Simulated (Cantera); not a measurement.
Input: 1 mol TEOS, 0.51 mol O3, a varied amount of CO2, at 2023.15 K and 405 Torr.

Method: chemical equilibrium by Gibbs-energy minimisation in Cantera with the NASA 1993 tables (ideal gas, pure condensed phases). Candidate condensed phases: C, C6H6, C7H8, C8H18, H2O, Si, SiC, SiO2; 123 gas species. The feed counts by its element totals alone. The tables hold silica as quartz up to 1696 K and as liquid above; real silica turns to tridymite and cristobalite and melts near 1996 K. Gases not in the tables: Si(OH)4. The numbers say what is thermodynamically allowed, not how fast it happens.

Task: At 14 mol CO2, list the 6 most abundant gas species with their mole fractions, and the condensed phases.

Result: CO 0.554, H2O 0.165, H2 0.147, CO2 0.133, H 0.000992, SiO 0.000170. Condensed: SiO2(l).
